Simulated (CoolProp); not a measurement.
Propylene at several states: density (kg/m³) from the reference equation and from simpler models built on Tc = 91.1 °C, pc = 4555 kPa, ω = 0.146; each cubic takes its own stable root.

The numbers come from the reference Helmholtz-energy equation of state, Lemmon 2013 in CoolProp.

```
T (°C)   p (kPa)   phase  reference
-------  -------  ------  ---------
-132.25     8970  liquid      712.2
-169.25      129  liquid      749.6
208.75       106     gas      1.117
54.95        120     gas      1.875
```

### Question
How far does each simpler model (Redlich-Kwong, Soave-Redlich-Kwong, Peng-Robinson) lie from the reference over these 4 states: mean and median of the absolute difference, and the worst?

### Answer
- Redlich-Kwong: mean 4.1 %, median 3.8 %, worst -8.8 % at -169.25 °C and 129 kPa
- Soave-Redlich-Kwong: mean 4.2 %, median 3.8 %, worst -9.2 % at -169.25 °C and 129 kPa
- Peng-Robinson: mean 1.4 %, median 0.9 %, worst +3.7 % at -132.25 °C and 8970 kPa
